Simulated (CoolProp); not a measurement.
Properties of dimethyl carbonate along the isotherm 564 K (Tc = 557.0 K, pc = 4.909 MPa, ω = 0.346).

The numbers come from the reference Helmholtz-energy equation of state, Zhou 2011 in CoolProp.

```json
[
 {"p (MPa)": "1.75", "phase": "gas", "Z": "0.8717", "speed of sound (m/s)": "207.0"},
 {"p (MPa)": "3.51", "phase": "gas", "Z": "___", "speed of sound (m/s)": "170.2"},
 {"p (MPa)": "5.26", "phase": "supercritical", "Z": "0.3739", "speed of sound (m/s)": "115.3"},
 {"p (MPa)": "7.01", "phase": "supercritical", "Z": "0.2416", "speed of sound (m/s)": "231.8"},
 {"p (MPa)": "8.77", "phase": "supercritical", "Z": "0.2789", "speed of sound (m/s)": "293.9"},
 {"p (MPa)": "10.5", "phase": "supercritical", "Z": "___", "speed of sound (m/s)": "338.2"},
 {"p (MPa)": "12.3", "phase": "supercritical", "Z": "0.3614", "speed of sound (m/s)": "375.6"},
 {"p (MPa)": "14", "phase": "supercritical", "Z": "0.4013", "speed of sound (m/s)": "405.8"},
 {"p (MPa)": "15.8", "phase": "supercritical", "Z": "___", "speed of sound (m/s)": "433.9"},
 {"p (MPa)": "17.5", "phase": "supercritical", "Z": "0.4825", "speed of sound (m/s)": "457.9"},
 {"p (MPa)": "19.3", "phase": "supercritical", "Z": "___", "speed of sound (m/s)": "481.0"},
 {"p (MPa)": "21", "phase": "supercritical", "Z": "0.5622", "speed of sound (m/s)": "___"},
 {"p (MPa)": "22.8", "phase": "supercritical", "Z": "0.6026", "speed of sound (m/s)": "521.1"},
 {"p (MPa)": "24.5", "phase": "supercritical", "Z": "0.6404", "speed of sound (m/s)": "538.7"}
]
```

Question: Complete the blanks.

Answer: 
- 3.51, Z: 0.7045
- 10.5, Z: 0.3190
- 15.8, Z: 0.4432
- 19.3, Z: 0.5236
- 21, speed of sound (m/s): 501.2
